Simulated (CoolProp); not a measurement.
R1234ze(E) along the isobar 61.8 bar: density (kg/m³) from the reference equation and from simpler models built on Tc = 382.5 K, pc = 36.35 bar, ω = 0.313; each cubic takes its own stable root.

Model: reference Helmholtz-energy equation of state, Thol 2016, in CoolProp.

| T (K) | phase | reference |
|---|---|---|
| 235 | liquid | 1358 |
| 241.2 | liquid | 1342 |
| 247.3 | liquid | 1327 |
| 253.5 | liquid | 1311 |
| 259.7 | liquid | 1295 |
| 265.9 | liquid | 1279 |
| 272.1 | liquid | 1263 |
| 278.2 | liquid | 1246 |
| 284.4 | liquid | 1229 |
| 290.6 | liquid | 1212 |
| 296.8 | liquid | 1194 |

### Question
How far does each simpler model (van der Waals, Redlich-Kwong, Soave-Redlich-Kwong, Peng-Robinson) lie from the reference over these 11 states: mean and median of the absolute difference, and the worst?

### Answer
- van der Waals: mean 38.5 %, median 38.5 %, worst -39.3 % at 235 K and 61.8 bar
- Redlich-Kwong: mean 12.5 %, median 12.4 %, worst -13.1 % at 296.8 K and 61.8 bar
- Soave-Redlich-Kwong: mean 9.0 %, median 9.0 %, worst -9.4 % at 296.8 K and 61.8 bar
- Peng-Robinson: mean 2.6 %, median 2.7 %, worst +2.7 % at 265.9 K and 61.8 bar
